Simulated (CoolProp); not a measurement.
A simple Rankine cycle with hexamethyldisiloxane (MM): condensing at 332.15 K, boiler at 1.04 MPa, turbine inlet 619 K, turbine efficiency 0.9, pump efficiency 0.7, no recuperator. Each further row changes one setting.

The numbers come from the reference Helmholtz-energy equation of state, Thol 2016 in CoolProp.

```csv
case,thermal efficiency (%),net work (kJ/kg),heat in (kJ/kg),turbine exit temperature (K),volume ratio over the turbine
as stated,12.7,96.1,757,568.9,42.2
condensing temperature 324.15 K,13.5,104,773,565.0,57.7
boiler pressure 0.728 MPa,11.6,88.5,762,574.6,28.8
turbine efficiency 0.8,11.3,85.2,757,573.9,42.5
```
